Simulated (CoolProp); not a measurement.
A simple Rankine cycle with propane: condensing at 308.15 K, boiler at 2.66 MPa, turbine inlet 349.6 K, turbine efficiency 0.85, pump efficiency 0.8, no recuperator. Each further row changes one setting.

Values from CoolProp's reference Helmholtz-energy equation of state, Lemmon 2009.

```tsv
case	thermal efficiency (%)	net work (kJ/kg)	heat in (kJ/kg)	turbine exit temperature (K)	volume ratio over the turbine
as stated	(withheld)	26.0	350	311.5	2.38
turbine inlet 369.6 K	7.7	31.1	406	(withheld)	2.28
condensing temperature 300.15 K	8.9	33.3	372	(withheld)	2.91
boiler pressure 1.86 MPa	4.5	17.1	384	331.9	1.55
turbine efficiency 0.75	6.4	22.5	350	313.1	2.41
```

Q: Fill in the missing entries.

A: 
- as stated, thermal efficiency (%): 7.4
- turbine inlet 369.6 K, turbine exit temperature (K): 335.5
- condensing temperature 300.15 K, turbine exit temperature (K): 303.5
